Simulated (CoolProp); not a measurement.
Values from CoolProp's reference Helmholtz-energy equation of state, Kamei 1995.

Task: Give the vapour pressure (MPa), enthalpy of vaporisation (kJ/kg), liquid conductivity (mW/(m K)) of saturated R22 at 293.6, 300.9, 315.5 K.

Result: 
```json
[
 {"T (K)": "293.6", "p (MPa)": "0.922", "enthalpy of vaporisation (kJ/kg)": "187", "liquid conductivity (mW/(m K))": "86.5"},
 {"T (K)": "300.9", "p (MPa)": "1.12", "enthalpy of vaporisation (kJ/kg)": "180", "liquid conductivity (mW/(m K))": "83.3"},
 {"T (K)": "315.5", "p (MPa)": "1.62", "enthalpy of vaporisation (kJ/kg)": "164", "liquid conductivity (mW/(m K))": "76.7"}
]
```

Thermal conductivity comes from a separate model (McLinden 2000), an estimate that may be off by 10 % or more.
